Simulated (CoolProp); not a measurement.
Properties of fluorine at several states (Tc = -128.7 °C, pc = 52.40 bar, ω = 0.045).

The numbers come from the reference Helmholtz-energy equation of state, de Reuck 1990 in CoolProp.

| T (°C) | p (bar) | phase | cv (kJ/(kg K)) | fugacity coefficient |
|---|---|---|---|---|
| 3.35 | 0.244 | gas | 0.5948 | 0.9999 |
| -200.85 | 4.34 | liquid | 0.8558 | 0.04105 |
| 13.25 | 200 | supercritical | 0.6341 | 0.9286 |
| -21.05 | 30.5 | gas | 0.5913 | 0.9721 |
